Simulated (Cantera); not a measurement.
Feed: 1 mol CS2, 0.02 mol O2, 0.059 mol H2, at 1302 °C and 320000 Pa.

These are equilibrium values from Cantera (NASA tables, ideal gas, pure condensed phases), not measurements of a reactor. Candidate condensed phases: C, C6H6, C7H8, C8H18, H2O, H2SO4, S; 123 gas species. Kinetics and transport are ignored.

Base state: CS2 0.756, S2 0.151, CO 0.0349, H2S 0.0347, H2 0.0194, COS 0.00210, SH 0.00116, CS 0.000773 (mole fractions); condensed: C(graphite).

### Question
What changes in the equilibrium state with this change: pressure from 320000 Pa to 101000 Pa?

### Answer
| species | before | after |
|---|---|---|
| CS2 | 0.756 | 0.755 |
| S2 | 0.151 | 0.151 |
| CO | 0.0349 | 0.0357 |
| H2S | 0.0347 | 0.0269 |
| H2 | 0.0194 | 0.0268 |
| COS | 0.00210 | 0.00121 |
| CS | 0.000773 | 0.00137 |
| S | 2.03e-5 | 3.60e-5 |
| SH | 0.00116 | 0.00137 |
| C(graphite), mol | 0.143 | 0.139 |

### Question
What changes in the equilibrium state with this change: CS2 replaced by N2O?

### Answer
```
species             before    after
----------------  --------  -------
N2                       0    0.644
O2                   <1e-9    0.316
H2O                2.23e-6   0.0380
CS2                  0.756        0
S2                   0.151        0
CO                  0.0349        0
H2S                 0.0347        0
H2                  0.0194  1.86e-7
COS                0.00210        0
NO                       0  0.00192
SH                 0.00116        0
CS                0.000773        0
C(graphite), mol     0.143        0
```
